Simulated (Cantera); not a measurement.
A freely propagating, adiabatic, planar premixed flame of CH4 : C2H6 : C3H8 : O2 : N2 = 1 : 0.51 : 0.52 : 8.4 : 30.2 (molar parts), unburnt at 500 K and 360000 Pa; mixture-averaged transport, grid criteria slope 0.08 and curve 0.16, no radiation.

Computed with Cantera and GRI-Mech 3.0 (53 species, 325 reactions). GRI-Mech 3.0 was tuned for natural gas; its chemistry of propane as a main component is partial and can be far from experiment. Burning velocities carry a grid error of a few per cent, more on coarse grids.

Q: How do the results move with these cheaper or finer settings: unity-Lewis-number transport; multicomponent transport; multicomponent+Soret transport; grid criteria slope 0.5, curve 1; grid criteria slope 0.25, curve 0.5; grid criteria slope 0.03, curve 0.06?

A: 
| setting | laminar burning velocity | thermal thickness | peak x(HCN) | peak x(O) | grid points |
|---|---|---|---|---|---|
| as above | 55.9 cm/s | 0.132 mm | 5.09e-7 | 0.00288 | 136 |
| unity-Lewis-number transport | 50.0 cm/s | 0.133 mm | 6.46e-7 | 0.00325 | 137 |
| multicomponent transport | 56.4 cm/s | 0.134 mm | 5.16e-7 | 0.00290 | 136 |
| multicomponent+Soret transport | 55.8 cm/s | 0.134 mm | 5.05e-7 | 0.00290 | 136 |
| grid criteria slope 0.5, curve 1 | 62.6 cm/s | 0.145 mm | 5.36e-7 | 0.00300 | 32 |
| grid criteria slope 0.25, curve 0.5 | 58.1 cm/s | 0.136 mm | 5.25e-7 | 0.00292 | 56 |
| grid criteria slope 0.03, curve 0.06 | 54.5 cm/s | 0.132 mm | 4.99e-7 | 0.00284 | 357 |
The base run took around 6 core-seconds (rough).
Unity Lewis numbers drop preferential diffusion, which matters most where H2 and H carry the flame; Soret adds thermal diffusion.
